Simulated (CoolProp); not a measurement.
A simple Rankine cycle with water: condensing at 330.15 K, boiler at 2.55 MPa, turbine inlet 538.2 K, turbine efficiency 0.85, pump efficiency 0.8, no recuperator. Each further row changes one setting.

Computed with CoolProp (reference Helmholtz-energy equation of state, Wagner 2002).

```tsv
case	thermal efficiency (%)	net work (kJ/kg)	heat in (kJ/kg)	turbine exit temperature (K)	volume ratio over the turbine
as stated	…	681	2680	330.1	…
turbine inlet 558.2 K	25.6	699	2730	330.1	80.3
condensing temperature 322.15 K	26.6	…	2710	322.2	118
boiler pressure 1.78 MPa	…	649	2710	330.1	58.0
turbine efficiency 0.75	…	…	2680	330.1	86.5
```

Q: Fill in the missing entries.

A: 
- as stated, thermal efficiency (%): 25.4
- as stated, volume ratio over the turbine: 83.1
- condensing temperature 322.15 K, net work (kJ/kg): 720
- boiler pressure 1.78 MPa, thermal efficiency (%): 23.9
- turbine efficiency 0.75, thermal efficiency (%): 22.4
- turbine efficiency 0.75, net work (kJ/kg): 601

The expansion ends wet for: as stated; turbine inlet 558.2 K; condensing temperature 322.15 K; boiler pressure 1.78 MPa; turbine efficiency 0.75.
